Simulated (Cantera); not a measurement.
An isothermal plug-flow reactor at 725 K and 1.01 bar (inlet), inlet velocity 1.2 m/s, active area per volume 2000 1/m; feed 0.494 % CO, 1.36 % O₂, 97.5 % N₂, 0.630 % H₂O, equivalence ratio 0.18.

Detailed kinetics in Cantera: Deutschmann's 1995 Pt surface mechanism with GRI-Mech 3.0 gas chemistry. Catalytic surfaces can have several steady states; this one follows from the mechanism file's or the stated starting coverage. Mass transfer to the wall is taken as infinitely fast.

Problem. Predict: x(CO) at z = 0.0072 m; x(O₂) at z = 0.0072 m; x(H₂O) at z = 0.0072 m; x(CO₂) at z = 0.0072 m; θ(free Pt) at the exit; θ(O*) at the exit; θ(OH*) at the exit.

Solution. 
| Quantity | Result |
|---|---|
| x(CO) at z = 0.0072 m | 9.51e-6 |
| x(O₂) at z = 0.0072 m | 0.0111 |
| x(H₂O) at z = 0.0072 m | 0.00631 |
| x(CO₂) at z = 0.0072 m | 0.00494 |
| θ(free Pt) at the exit | 0.0318 |
| θ(O*) at the exit | 0.966 |
| θ(OH*) at the exit | 0.00232 |
